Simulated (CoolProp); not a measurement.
Vapour-liquid equilibrium of R143a (1) + R1234yf (2) at 239.5 K; x and y are mole fractions of (1).

Values from CoolProp's multi-fluid Helmholtz-energy mixture model, Lemmon and Jacobsen 2000 and Lemmon 2022; pair parameters Bell 2016.

```json
[
 {"x": "0.05", "bubble pressure, mixture model (MPa)": "…", "bubble pressure, Raoult's law (MPa)": "0.08901", "y, mixture model": "0.110", "y, Raoult's law": "0.104"},
 {"x": "0.15", "bubble pressure, mixture model (MPa)": "0.1013", "bubble pressure, Raoult's law (MPa)": "0.09913", "y, mixture model": "0.287", "y, Raoult's law": "0.280"},
 {"x": "0.25", "bubble pressure, mixture model (MPa)": "…", "bubble pressure, Raoult's law (MPa)": "0.1093", "y, mixture model": "0.425", "y, Raoult's law": "0.424"},
 {"x": "0.35", "bubble pressure, mixture model (MPa)": "0.1225", "bubble pressure, Raoult's law (MPa)": "0.1194", "y, mixture model": "0.538", "y, Raoult's law": "0.543"},
 {"x": "0.45", "bubble pressure, mixture model (MPa)": "0.1325", "bubble pressure, Raoult's law (MPa)": "0.1295", "y, mixture model": "0.634", "y, Raoult's law": "0.643"},
 {"x": "0.55", "bubble pressure, mixture model (MPa)": "0.1423", "bubble pressure, Raoult's law (MPa)": "0.1396", "y, mixture model": "0.717", "y, Raoult's law": "0.729"},
 {"x": "0.65", "bubble pressure, mixture model (MPa)": "0.1520", "bubble pressure, Raoult's law (MPa)": "0.1497", "y, mixture model": "…", "y, Raoult's law": "0.804"},
 {"x": "0.75", "bubble pressure, mixture model (MPa)": "…", "bubble pressure, Raoult's law (MPa)": "0.1598", "y, mixture model": "…", "y, Raoult's law": "0.869"},
 {"x": "0.85", "bubble pressure, mixture model (MPa)": "0.1709", "bubble pressure, Raoult's law (MPa)": "0.1700", "y, mixture model": "0.917", "y, Raoult's law": "0.926"},
 {"x": "0.95", "bubble pressure, mixture model (MPa)": "0.1804", "bubble pressure, Raoult's law (MPa)": "0.1801", "y, mixture model": "0.973", "y, Raoult's law": "0.977"}
]
```

**Question.** Fill in the missing entries.

**Answer.** 
- 0.05, bubble pressure, mixture model (MPa): 0.08990
- 0.25, bubble pressure, mixture model (MPa): 0.1121
- 0.65, y, mixture model: 0.790
- 0.75, bubble pressure, mixture model (MPa): 0.1615
- 0.75, y, mixture model: 0.856

The largest gap from Raoult's law is +2.6 % in bubble pressure, at x = 0.25. No azeotrope shows between x = 0.05 and 0.95.

The pair parameters rest on a limited set of measurements; away from them the model extrapolates.
